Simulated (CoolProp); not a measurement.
A Linde-Hampson liquefier for normal hydrogen: isothermal reversible compression at 280 K from 1 atm to 10 MPa, throttling to 1 atm, return gas leaving the recuperator 10 K below the feed. Each further row changes one setting.

Model: reference Helmholtz-energy equation of state, Leachman 2009, in CoolProp.

| case | compression work (kJ/kg of gas) |
|---|---|
| as stated | 5370 |
| high pressure 20 MPa | 6250 |
| warm-end temperature 310 K | 5940 |
| warm-end gap 15 K | 5370 |
